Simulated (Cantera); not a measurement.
Input (Python, Cantera):

```python
import numpy as np
import cantera as ct

gas = ct.Solution("SiF4_NH3_mec.yaml", "gas")
gas.TPX = 2325, 20000, {'NH3': 1, 'N2': 3.5}
inlet = ct.Reservoir(gas, clone=True)

reactor = ct.IdealGasConstPressureReactor(gas, energy="off", clone=False)
exhaust = ct.Reservoir(gas, clone=True)
tau = [12, 3.8, 1.2, 0.35, 0.11, 0.033, 0.0099, 0.003, 0.00092, 0.00028][0]
for a, b in ((inlet, reactor), (reactor, exhaust)):
    ct.MassFlowController(a, b, mdot=lambda t: reactor.mass / tau)
net = ct.ReactorNet([reactor])
show = ['NH3', 'N2H4', 'NH2', 'N2', 'NH', 'N']

rows = []
print(f"{'tau/s':>10s}{'T/K':>9s}" + "".join(f"{s:>11s}" for s in show))
for tau in [12, 3.8, 1.2, 0.35, 0.11, 0.033, 0.0099, 0.003, 0.00092, 0.00028]:
    net.initial_time = 0.0
    net.advance(30 * tau)
    before = gas.X
    net.advance(40 * tau)
    drift = np.max(np.abs(gas.X - before) / (gas.X + 1e-9))
    rows.append([gas.T, *gas[show].X, drift])
    print(f"{tau:10.3e}{gas.T:9.1f}" + "".join(f"{x:11.3e}" for x in gas[show].X))
```

It prints:

```
     tau/s      T/K        NH3       N2H4        NH2         N2         NH          N
 1.200e+01   2325.0  3.633e-05  2.670e-13  5.256e-06  7.229e-01  5.073e-06  1.009e-05
 3.800e+00   2325.0  8.410e-05  1.099e-12  1.066e-05  7.234e-01  9.007e-06  1.572e-05
 1.200e+00   2325.0  4.222e-04  9.538e-12  3.137e-05  7.251e-01  1.544e-05  1.575e-05
 3.500e-01   2325.0  4.070e-03  1.407e-10  1.204e-04  7.273e-01  2.320e-05  9.296e-06
 1.100e-01   2325.0  1.554e-02  8.086e-10  2.885e-04  7.302e-01  3.396e-05  8.364e-06
 3.300e-02   2325.0  4.620e-02  3.641e-09  6.121e-04  7.373e-01  4.836e-05  8.100e-06
 9.900e-03   2325.0  1.037e-01  1.185e-08  1.104e-03  7.504e-01  6.079e-05  7.246e-06
 3.000e-03   2325.0  1.650e-01  2.652e-08  1.652e-03  7.644e-01  6.211e-05  5.045e-06
 9.200e-04   2325.0  2.011e-01  4.332e-08  2.111e-03  7.726e-01  5.001e-05  2.162e-06
 2.800e-04   2325.0  2.156e-01  4.445e-08  2.139e-03  7.759e-01  3.205e-05  5.539e-07
```

Model: the gas-phase N/H chemistry of the illustrative SiF4/NH3 mechanism in the Surface Chemkin manual (1991), integrated in Cantera. Walls and surfaces, which speed up NH3 decomposition in real reactors, are not modelled.
